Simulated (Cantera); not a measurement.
Equilibrium for boron, boron nitride and boron oxide: borazine + NH₃

Feed: 1 mol borazine, 0.29 mol NH₃, held at 47.0 mbar.

These are equilibrium values from Cantera (NASA tables, ideal gas, pure condensed phases), not measurements of a reactor. Candidate condensed phases: B, BN; 15 gas species. The feed counts by its element totals alone. Mutual solubility and eutectic melting of coexisting phases are not modelled. The tables' values for BH₂ are old estimates; treat these amounts as uncertain. Gases not in the tables: B₂H₆ and higher boranes. Kinetics and transport are ignored.

| T (K) | x H₂ | x N₂ | x H | x BH₂ | n BN(s) | n B(s) |
|---|---|---|---|---|---|---|
| 1675 | 0.959 | 0.0405 | 0.000524 | 6.54e-7 | 3.00 | 0 |
| 1725 | 0.959 | 0.0405 | 0.000839 | 1.64e-6 | 3.00 | 0 |
| 1775 | 0.958 | 0.0405 | 0.00131 | 3.89e-6 | 3.00 | 0 |
| 1825 | 0.958 | 0.0405 | 0.00199 | 8.82e-6 | 3.00 | 0 |
| 1875 | 0.957 | 0.0405 | 0.00296 | 1.91e-5 | 3.00 | 0 |
| 1925 | 0.955 | 0.0404 | 0.00431 | 3.97e-5 | 3.00 | 0 |
| 1975 | 0.953 | 0.0404 | 0.00616 | 7.95e-5 | 3.00 | 0 |
| 2025 | 0.951 | 0.0404 | 0.00866 | 0.000153 | 3.00 | 0 |
| 2075 | 0.947 | 0.0404 | 0.0120 | 0.000287 | 3.00 | 0 |
| 2125 | 0.943 | 0.0404 | 0.0163 | 0.000518 | 3.00 | 0 |
| 2175 | 0.937 | 0.0405 | 0.0218 | 0.000910 | 3.00 | 0 |
| 2225 | 0.919 | 0.0511 | 0.0286 | 0.00137 | 2.91 | 0.0804 |
x: gas mole fraction; n: condensed amount in mol.

From 1675 K to 2175 K the condensed part is BN(s). At 2225 K the condensed part is B(s) + BN(s).
